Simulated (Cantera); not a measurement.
Feed: 1 mol V₂O₃, 48 mol H₂, 0.22 mol H₂O, held at 2098.15 K.

Cantera equilibrium calculation (NASA polynomials, part measured and part estimated; ideal gas, pure solids and liquids). Candidate condensed phases: H₂O, V, VO, V₂O₃, V₂O₄, V₂O₅; 12 gas species. VO: taken at fixed stoichiometry. Equilibrium is a limit: real reactors are often held back by kinetics, nucleation or transport.

x: gas mole fraction; n: condensed amount in mol.

| P (Pa) | x H₂ | x H | x H₂O | x VO₂ | x VO | x V | n VO(l) |
|---|---|---|---|---|---|---|---|
| 10 | 0.702 | 0.258 | 0.00464 | 0.0177 | 0.0156 | 0.00143 | 0 |
| 52 | [?] | [?] | [?] | 0.0181 | 0.0150 | [?] | [?] |
| 270 | 0.916 | 0.0567 | 0.0157 | 0.00853 | 0.00288 | 0.000102 | 1.42 |
| 1400 | 0.949 | [?] | [?] | [?] | [?] | [?] | 1.86 |
| 7200 | 0.963 | 0.0113 | 0.0246 | 0.000475 | 0.000108 | 2.56e-6 | 1.97 |
| 37000 | 0.970 | 0.00499 | 0.0251 | 9.38e-5 | 2.10e-5 | 4.92e-7 | 1.99 |
| 190000 | 0.973 | 0.00220 | 0.0252 | 1.83e-5 | 4.10e-6 | 9.56e-8 | 2.00 |
| 1000000 | 0.974 | 0.000961 | 0.0253 | 3.48e-6 | 7.79e-7 | 1.82e-8 | 2.00 |

### Question
Complete the blanks.

### Answer

- 1400, x H: 0.0254
- 1400, x H₂O: 0.0226
- 1400, x VO₂: 0.00227
- 1400, x VO: 0.000556
- 1400, x V: 1.42e-5
- 52, x H₂: 0.836
- 52, x H: 0.124
- 52, x H₂O: 0.00589
- 52, x V: 0.00129
- 52, n VO(l): 0.164
